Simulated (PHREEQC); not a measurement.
Consider water at 25 °C with 0.0014 mol NH4Cl, 0.15 mol Na2SO4 and 6.4e-05 mol NaCl per kg of water. Closed to the air; pH follows from the charge balance.

Equilibrium calculation in PHREEQC: ion-association model, phreeqc.dat.

Each row changes one thing in this solution. No solid was allowed to form.

```tsv
case	pH	ionic strength (mol/kgw)	Na+ (mol/kgw)	SI of Halite (NaCl)
as made	6.56	0.380	0.265	-5.30
NaCl from 6.4e-05 to 1.28e-05 mol/kgw	6.59	0.380	0.265	-5.31
Na2SO4 left out	6.06	0.00146	6.40e-5	-8.64
NaCl replaced by FeCl3 at the same molality	4.65	0.380	0.265	-5.26
NH4Cl replaced by MnCl2 at the same molality	7.17	0.381	0.265	-5.01
diluted 100-fold with water	6.91	0.00448	0.00298	-8.99
```

Some of these states are supersaturated (in Fe(OH)3(a), Hematite (slow to form), for instance).
